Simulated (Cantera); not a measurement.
What does this Cantera script print?

```python
import numpy as np
import cantera as ct

gas = ct.Solution("gri30.yaml")
gas.TPX = 2048, 500000, {'CH4': 1, 'H2O': 0.54}
inlet = ct.Reservoir(gas, clone=True)

reactor = ct.IdealGasConstPressureReactor(gas, energy="off", clone=False)
exhaust = ct.Reservoir(gas, clone=True)
tau = [3.6, 1.9, 1, 0.55, 0.29, 0.16, 0.083, 0.045, 0.024, 0.013, 0.0068][0]
for a, b in ((inlet, reactor), (reactor, exhaust)):
    ct.MassFlowController(a, b, mdot=lambda t: reactor.mass / tau)
net = ct.ReactorNet([reactor])
show = ['CH4', 'H2O', 'CH2O', 'H2', 'HCO', 'H']

rows = []
print(f"{'tau/s':>10s}{'T/K':>9s}" + "".join(f"{s:>11s}" for s in show))
for tau in [3.6, 1.9, 1, 0.55, 0.29, 0.16, 0.083, 0.045, 0.024, 0.013, 0.0068]:
    net.initial_time = 0.0
    net.advance(30 * tau)
    before = gas.X
    net.advance(40 * tau)
    drift = np.max(np.abs(gas.X - before) / (gas.X + 1e-9))
    rows.append([gas.T, *gas[show].X, drift])
    print(f"{tau:10.3e}{gas.T:9.1f}" + "".join(f"{x:11.3e}" for x in gas[show].X))
```

Result:

```
     tau/s      T/K        CH4        H2O       CH2O         H2        HCO          H
 3.600e+00   2048.0  9.860e-03  5.332e-04  2.675e-07  7.410e-01  2.454e-07  8.684e-04
 1.900e+00   2048.0  1.002e-02  9.982e-04  2.686e-07  7.405e-01  2.448e-07  8.680e-04
 1.000e+00   2048.0  1.032e-02  1.869e-03  2.708e-07  7.396e-01  2.436e-07  8.674e-04
 5.500e-01   2048.0  1.081e-02  3.329e-03  2.751e-07  7.382e-01  2.417e-07  8.664e-04
 2.900e-01   2048.0  1.171e-02  6.087e-03  2.847e-07  7.355e-01  2.382e-07  8.646e-04
 1.600e-01   2048.0  1.308e-02  1.043e-02  3.040e-07  7.312e-01  2.328e-07  8.617e-04
 8.300e-02   2048.0  1.542e-02  1.822e-02  3.512e-07  7.236e-01  2.233e-07  8.565e-04
 4.500e-02   2048.0  1.863e-02  2.929e-02  4.466e-07  7.130e-01  2.105e-07  8.490e-04
 2.400e-02   2048.0  2.324e-02  4.525e-02  6.459e-07  6.976e-01  1.933e-07  8.380e-04
 1.300e-02   2048.0  2.931e-02  6.549e-02  1.018e-06  6.779e-01  1.738e-07  8.233e-04
 6.800e-03   2048.0  3.785e-02  9.133e-02  1.734e-06  6.521e-01  1.528e-07  8.030e-04
```

Model: GRI-Mech 3.0 (53 species, 325 reactions), integrated in Cantera. GRI-Mech 3.0 stops at C3 and has no aromatics, soot or wall deposition, so with more carbon than oxygen in the feed, carbon stays in small species such as C2H2 where larger ones or solid carbon would form.
